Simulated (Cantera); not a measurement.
Input: 1 mol SiH2Cl2, 0.96 mol C3H8, 1500 mol H2, equilibrated at 100 Torr.

These are equilibrium values from Cantera (NASA tables, ideal gas, pure condensed phases), not measurements of a reactor. Candidate condensed phases: C, C6H6, C7H8, C8H18, Si, SiC; 109 gas species. Gases not in the tables: Si2H6 and higher silanes. The numbers say what is thermodynamically allowed, not how fast it happens.

Question: Which condensed phases are stable at each of these points (T (°C)): 875, 975, 1075, 1175, 1275, 1375, 1475, 1575, 1675, 1775, 1875, 1975, 2075, 2175?

Answer: 
```json
[
 {"T (°C)": "875", "condensed phases": "SiC(s)", "Si condensed (%)": "100.0"},
 {"T (°C)": "975", "condensed phases": "SiC(s)", "Si condensed (%)": "100.0"},
 {"T (°C)": "1075", "condensed phases": "C(graphite) + SiC(s)", "Si condensed (%)": "100.0"},
 {"T (°C)": "1175", "condensed phases": "C(graphite) + SiC(s)", "Si condensed (%)": "100.0"},
 {"T (°C)": "1275", "condensed phases": "C(graphite) + SiC(s)", "Si condensed (%)": "100.0"},
 {"T (°C)": "1375", "condensed phases": "C(graphite) + SiC(s)", "Si condensed (%)": "100.0"},
 {"T (°C)": "1475", "condensed phases": "C(graphite) + SiC(s)", "Si condensed (%)": "99.9"},
 {"T (°C)": "1575", "condensed phases": "C(graphite) + SiC(s)", "Si condensed (%)": "99.5"},
 {"T (°C)": "1675", "condensed phases": "C(graphite) + SiC(s)", "Si condensed (%)": "97.8"},
 {"T (°C)": "1775", "condensed phases": "SiC(s)", "Si condensed (%)": "88.7"},
 {"T (°C)": "1875", "condensed phases": "SiC(s)", "Si condensed (%)": "47.6"},
 {"T (°C)": "1975", "condensed phases": "gas only", "Si condensed (%)": "0.0"},
 {"T (°C)": "2075", "condensed phases": "gas only", "Si condensed (%)": "0.0"},
 {"T (°C)": "2175", "condensed phases": "gas only", "Si condensed (%)": "0.0"}
]
```

From 875 °C to 975 °C the condensed part is SiC(s). From 1075 °C to 1675 °C the condensed part is C(graphite) + SiC(s). From 1775 °C to 1875 °C the condensed part is SiC(s). From 1975 °C to 2175 °C nothing is condensed.
